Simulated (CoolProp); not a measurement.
Properties of CH2F2 (R32) along the isotherm 161.85 °C (Tc = 78.1 °C, pc = 5.783 MPa, ω = 0.277).

The numbers come from the reference Helmholtz-energy equation of state, Tillner-Roth 1997 in CoolProp.

| p (MPa) | phase | expansivity (1/kK) | viscosity (µPa s) | conductivity (mW/(m K)) |
|---|---|---|---|---|
| 0.789 | gas | 2.521 | 19.2 | 27.6 |
| 1.58 | gas | 2.764 | 19.3 | 28.7 |
| 2.37 | gas | 3.032 | 19.4 | 29.8 |
| 3.15 | gas | 3.323 | 19.5 | 30.8 |
| 3.94 | gas | 3.648 | 19.6 | 31.9 |
| 4.73 | gas | 4.007 | 19.8 | 33.0 |
| 5.52 | gas | 4.404 | 20.1 | 34.1 |
| 6.31 | supercritical | 4.842 | 20.4 | 35.4 |
| 7.1 | supercritical | 5.322 | 20.8 | 36.7 |
| 7.89 | supercritical | 5.843 | 21.3 | 38.2 |
| 8.67 | supercritical | 6.392 | 21.9 | 39.9 |

Viscosity comes from a separate model (Bell 2016), an estimate that may be off by 10 % or more. Thermal conductivity comes from a separate model (Huber 2003), an estimate that may be off by 10 % or more.
